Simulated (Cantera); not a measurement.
An isothermal, constant-pressure homogeneous reactor starts with N₂O : O₂ = 1 : 0.23 (molar parts), at 1250 K and 100000 Pa.

Detailed kinetics in Cantera: GRI-Mech 3.0 (53 species, 325 reactions). GRI-Mech 3.0 was tuned for natural gas; its chemistry of N2O as a main component is partial and can be far from experiment. The mechanism lacks the step 2 NO + O2 → 2 NO2, which can matter for NO2 below about 1400 K. The temperature is held fixed by assumption; the heat of reaction is taken as removed at once.

**Question.** Predict: x(N₂O) at 10.0 s; x(O₂) at 10.0 s; x(NO₂) at 10.0 s; x(N₂) at 10.0 s; x(NO) at 10.0 s; x(O) at 10.0 s.

**Answer.** 
- x(N₂O) at 10.0 s: 0.000149 (gas-phase equilibrium 2.01e-8)
- x(O₂) at 10.0 s: 0.395 (gas-phase equilibrium 0.422)
- x(NO₂) at 10.0 s: 0.000945 (gas-phase equilibrium 6.53e-6)
- x(N₂) at 10.0 s: 0.552 (gas-phase equilibrium 0.578)
- x(NO) at 10.0 s: 0.0524 (gas-phase equilibrium 0.000344)
- x(O) at 10.0 s: 4.57e-8 (gas-phase equilibrium 4.52e-8)
